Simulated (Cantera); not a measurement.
An adiabatic, constant-volume homogeneous reactor starts with CH₄ : CO : O₂ : N₂ : CO₂ : H₂O = 1 : 1.3 : 3.19 : 12 : 4.1 : 0.055 (molar parts), equivalence ratio 0.83, at 1475 K and 36000 Pa.

Detailed kinetics in Cantera: GRI-Mech 3.0 (53 species, 325 reactions).

x: mole fraction; the columns are a selection and need not sum to one.

```json
[
 {"t (s)": "3.00e-6", "T (K)": "1475", "P (bar)": "0.360", "x CH₄": "0.0462", "x CO": "0.0601", "x O₂": "0.147", "x CO₂": "0.189", "x NO": "<1e-12", "x C₂H₄": "<1e-12", "x H₂O₂": "3.01e-11"},
 {"t (s)": "8.05e-6", "T (K)": "1475", "P (bar)": "0.360", "x CH₄": "0.0462", "x CO": "0.0601", "x O₂": "0.147", "x CO₂": "0.189", "x NO": "<1e-12", "x C₂H₄": "<1e-12", "x H₂O₂": "1.94e-10"},
 {"t (s)": "2.16e-5", "T (K)": "1475", "P (bar)": "0.360", "x CH₄": "0.0462", "x CO": "0.0601", "x O₂": "0.147", "x CO₂": "0.189", "x NO": "<1e-12", "x C₂H₄": "1.66e-12", "x H₂O₂": "[?]"},
 {"t (s)": "5.79e-5", "T (K)": "1475", "P (bar)": "0.360", "x CH₄": "0.0462", "x CO": "0.0601", "x O₂": "0.147", "x CO₂": "0.189", "x NO": "<1e-12", "x C₂H₄": "5.61e-11", "x H₂O₂": "[?]"},
 {"t (s)": "0.000155", "T (K)": "1475", "P (bar)": "0.360", "x CH₄": "0.0462", "x CO": "0.0601", "x O₂": "0.147", "x CO₂": "0.189", "x NO": "<1e-12", "x C₂H₄": "1.64e-9", "x H₂O₂": "[?]"},
 {"t (s)": "0.000417", "T (K)": "1475", "P (bar)": "0.360", "x CH₄": "0.0462", "x CO": "0.0601", "x O₂": "0.147", "x CO₂": "0.189", "x NO": "<1e-12", "x C₂H₄": "5.34e-8", "x H₂O₂": "[?]"},
 {"t (s)": "0.00112", "T (K)": "1475", "P (bar)": "0.360", "x CH₄": "0.0460", "x CO": "0.0600", "x O₂": "0.147", "x CO₂": "0.189", "x NO": "<1e-12", "x C₂H₄": "2.56e-6", "x H₂O₂": "[?]"},
 {"t (s)": "0.00300", "T (K)": "1496", "P (bar)": "0.365", "x CH₄": "0.0420", "x CO": "0.0604", "x O₂": "0.145", "x CO₂": "0.190", "x NO": "1.06e-11", "x C₂H₄": "0.000308", "x H₂O₂": "[?]"},
 {"t (s)": "0.00805", "T (K)": "2492", "P (bar)": "0.610", "x CH₄": "<1e-12", "x CO": "0.0514", "x O₂": "0.0473", "x CO₂": "0.243", "x NO": "0.00132", "x C₂H₄": "<1e-12", "x H₂O₂": "1.01e-7"},
 {"t (s)": "0.0216", "T (K)": "2488", "P (bar)": "0.609", "x CH₄": "<1e-12", "x CO": "0.0511", "x O₂": "0.0454", "x CO₂": "0.244", "x NO": "0.00496", "x C₂H₄": "<1e-12", "x H₂O₂": "9.82e-8"},
 {"t (s)": "0.0579", "T (K)": "2484", "P (bar)": "0.608", "x CH₄": "<1e-12", "x CO": "0.0509", "x O₂": "0.0439", "x CO₂": "0.244", "x NO": "0.00809", "x C₂H₄": "<1e-12", "x H₂O₂": "9.57e-8"},
 {"t (s)": "0.155", "T (K)": "2483", "P (bar)": "0.608", "x CH₄": "<1e-12", "x CO": "0.0508", "x O₂": "0.0437", "x CO₂": "0.244", "x NO": "0.00853", "x C₂H₄": "<1e-12", "x H₂O₂": "9.54e-8"},
 {"t (s)": "0.417", "T (K)": "2483", "P (bar)": "0.608", "x CH₄": "<1e-12", "x CO": "0.0508", "x O₂": "0.0437", "x CO₂": "0.244", "x NO": "0.00853", "x C₂H₄": "<1e-12", "x H₂O₂": "9.54e-8"},
 {"t (s)": "1.12", "T (K)": "2483", "P (bar)": "0.608", "x CH₄": "<1e-12", "x CO": "0.0508", "x O₂": "0.0437", "x CO₂": "0.244", "x NO": "0.00853", "x C₂H₄": "<1e-12", "x H₂O₂": "9.54e-8"},
 {"t (s)": "3.00", "T (K)": "2483", "P (bar)": "0.608", "x CH₄": "<1e-12", "x CO": "0.0508", "x O₂": "0.0437", "x CO₂": "0.244", "x NO": "0.00853", "x C₂H₄": "<1e-12", "x H₂O₂": "9.54e-8"}
]
```

Some entries are withheld; supply them.


- 2.16e-5, x H₂O₂: 1.05e-9
- 5.79e-5, x H₂O₂: 4.01e-9
- 0.000155, x H₂O₂: 9.11e-9
- 0.000417, x H₂O₂: 1.32e-8
- 0.00112, x H₂O₂: 2.80e-8
- 0.00300, x H₂O₂: 7.58e-7
